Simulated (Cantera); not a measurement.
**Stirred combustor or abatement burner**

A perfectly stirred reactor is fed with 24.5 % H₂, 15.9 % O₂, 59.7 % N₂, equivalence ratio 0.77, at 0.580 bar; it is adiabatic with a 775 K inlet, and is followed from long to short residence time, starting on the burning branch (τ in s: 0.047, 0.023, 0.011, 0.0054, 0.0026, 0.0013, 0.00062, 0.0003, 0.00015, 7.2e-05, 3.5e-05).

Computed with Cantera and the H2/O2 subset of GRI-Mech 3.0, which has no nitrogen chemistry.

```tsv
τ (s)	T (K)	x H₂	x O₂	x H₂O₂	x O	x H	x OH
0.047	2413	0.00750	0.0404	2.25e-7	0.00281	0.00221	0.0143
0.023	2403	0.00812	0.0405	2.15e-7	0.00304	0.00250	0.0147
0.011	2383	0.00938	0.0408	2.00e-7	0.00355	0.00317	0.0156
0.0054	2345	0.0116	0.0413	1.86e-7	0.00450	0.00455	0.0169
0.0026	2279	0.0153	0.0424	1.88e-7	0.00619	0.00738	0.0186
0.0013	2189	0.0197	0.0440	2.20e-7	0.00847	0.0120	0.0198
0.00062	2069	0.0247	0.0464	3.01e-7	0.0114	0.0192	0.0200
0.00030	1932	0.0291	0.0493	4.68e-7	0.0145	0.0288	0.0190
0.00015	1791	0.0328	0.0527	8.01e-7	0.0170	0.0397	0.0170
7.2e-5	1636	0.0374	0.0576	1.51e-6	0.0184	0.0519	0.0140
3.5e-5	1480	0.0476	0.0659	2.72e-6	0.0175	0.0618	0.0106
```
x: mole fraction; the columns are a selection and need not sum to one.
